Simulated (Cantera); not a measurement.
Stirred combustor or abatement burner

A perfectly stirred reactor is fed with 2.05 % CH4, 2.67 % C2H6, 0.226 % C3H8, 20.0 % O2, 75.1 % N2, equivalence ratio 0.73, at 1000000 Pa; it is adiabatic with a 700 K inlet, and is followed from long to short residence time, starting on the burning branch (τ in s: 0.47, 0.18, 0.069, 0.026, 0.01, 0.0038, 0.0015, 0.00056, 0.00021, 8.1e-05, 3.1e-05, 1.2e-05).

Computed with Cantera and GRI-Mech 3.0 (53 species, 325 reactions).

| τ (s) | T (K) | x CH4 | x C2H6 | x C3H8 | x C2H4 | x N2O | x O2 | x NO |
|---|---|---|---|---|---|---|---|---|
| 0.47 | 2209 | 3.89e-8 | 6.12e-9 | 5.74e-10 | 2.16e-8 | 1.05e-6 | 0.0503 | 0.00511 |
| 0.18 | 2211 | 9.98e-8 | 1.58e-8 | 1.48e-9 | 5.56e-8 | 1.07e-6 | 0.0508 | 0.00412 |
| 0.069 | 2214 | 2.54e-7 | 4.03e-8 | 3.80e-9 | 1.42e-7 | 1.09e-6 | 0.0515 | 0.00280 |
| 0.026 | 2216 | 6.50e-7 | 1.05e-7 | 9.86e-9 | 3.66e-7 | 1.11e-6 | 0.0521 | 0.00158 |
| 0.010 | 2216 | 1.60e-6 | 2.65e-7 | 2.50e-8 | 9.21e-7 | 1.16e-6 | 0.0525 | 0.000804 |
| 0.0038 | 2213 | 3.77e-6 | 6.67e-7 | 6.27e-8 | 2.28e-6 | 1.28e-6 | 0.0529 | 0.000402 |
| 0.0015 | 2205 | 7.97e-6 | 1.57e-6 | 1.46e-7 | 5.17e-6 | 1.51e-6 | 0.0532 | 0.000225 |
| 0.00056 | 2190 | 1.63e-5 | 3.71e-6 | 3.38e-7 | 1.13e-5 | 1.86e-6 | 0.0538 | 0.000138 |
| 0.00021 | 2162 | 3.27e-5 | 8.45e-6 | 7.43e-7 | 2.25e-5 | 2.11e-6 | 0.0550 | 9.05e-5 |
| 8.1e-5 | 2118 | 6.75e-5 | 1.90e-5 | 1.59e-6 | 4.09e-5 | 2.07e-6 | 0.0572 | 5.87e-5 |
| 3.1e-5 | 2046 | 0.000162 | 4.68e-5 | 3.74e-6 | 7.71e-5 | 1.76e-6 | 0.0615 | 3.43e-5 |
| 1.2e-5 | 700 | 0.0205 | 0.0267 | 0.00226 | <1e-12 | <1e-12 | 0.200 | <1e-12 |
x: mole fraction; the columns are a selection and need not sum to one.
